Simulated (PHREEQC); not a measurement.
2.8 g of hydrous ferric oxide (600 m²/g; 0.2 weak and 0.005 strong sites per Fe, Dzombak-Morel constants, diffuse double layer) in 1 kg of water with 0.05 mol/kgw of an inert sodium salt and 6.4e-05 mol/kgw H3BO3, 0.00054 mol/kgw BaCl2 and 0.00031 mol/kgw ZnCl2, at 25 °C; the pH is set by adding NaOH or the inert anion's acid. Oxygen alone is held at its pressure in air (log pO2 = -0.68). No CO2 enters from the air. Precipitation was switched off in this run.

The series has 13 steps of pH, from 3 to 9.

The numbers come from PHREEQC with the ion-association model, wateq4f.dat.

Near which pH is half of the Zn sorbed, and on which side is more sorbed?

Near pH 5.8, with more sorbed at higher pH.

Species that the database lacks are ignored. The oxide is taken as insoluble; below pH 4 it would dissolve.
